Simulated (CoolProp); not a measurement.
The numbers come from the reference Helmholtz-energy equation of state, Jacobsen 1992 in CoolProp.

Problem. For R11, give the phase and the cp (kJ/(kg K)), viscosity (µPa s) at 500 K and 9.79 bar; 500 K and 14.7 bar; 500 K and 17.1 bar.

Solution. 
- 500 K and 9.79 bar: gas; cp 0.710, viscosity 17.3
- 500 K and 14.7 bar: gas; cp 0.728, viscosity 17.5
- 500 K and 17.1 bar: gas; cp 0.739, viscosity 17.5

Viscosity comes from a separate model (Klein 1997), an estimate that may be off by 10 % or more.
